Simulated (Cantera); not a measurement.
An adiabatic, constant-pressure homogeneous reactor starts with CO : H2 : O2 : N2 = 1 : 0.26 : 0.863 : 6.04 (molar parts), equivalence ratio 0.73, at 1725 K and 750 Torr.

Computed with Cantera and GRI-Mech 3.0 (53 species, 325 reactions).

**Question.** Predict: time of steepest temperature rise; temperature at 0.300 s; equilibrium temperature; x(CO) at 0.300 s; x(H2) at 0.300 s; x(O2) at 0.300 s; x(NO2) at 0.300 s; x(H2O) at 0.300 s.

**Answer.** 
```
Quantity                                                             Value
---------------------------------  ---------------------------------------
time of steepest temperature rise                                  21.2 µs
temperature at 0.300 s                                              2572 K
equilibrium temperature                                             2572 K
x(CO) at 0.300 s                     0.0285 (gas-phase equilibrium 0.0285)
x(H2) at 0.300 s                   0.00127 (gas-phase equilibrium 0.00127)
x(O2) at 0.300 s                     0.0366 (gas-phase equilibrium 0.0366)
x(NO2) at 0.300 s                  3.73e-6 (gas-phase equilibrium 3.73e-6)
x(H2O) at 0.300 s                    0.0288 (gas-phase equilibrium 0.0288)
```
